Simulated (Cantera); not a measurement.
Charge: 1 mol Fe(CO)₅, 0.2 mol O₂, 0.37 mol H₂, at 1275 K and 10000 Pa.

Equilibrium computed with Cantera from the NASA thermochemical tables; the gas is ideal and each condensed phase is pure. Candidate condensed phases: C, C₆H₆, C₇H₈, C₈H₁₈, Fe, Fe(CO)₅, FeO, Fe(OH)₂, Fe(OH)₃, Fe₂O₃, Fe₃O₄, H₂O; 114 gas species. Rates play no part.

Base state: CO 0.864, CO₂ 0.0667, H₂ 0.0611, H₂O 0.00783 (mole fractions); condensed: Fe(γ).

What changes in the equilibrium state with this change: temperature from 1275 K to 1550 K?


```
species      before    after
----------  -------  -------
CO            0.864    0.868
CO₂          0.0667   0.0629
H₂           0.0611   0.0573
H₂O         0.00783   0.0116
H           5.76e-7  2.38e-5
Fe(γ), mol     1.00    1.000
```
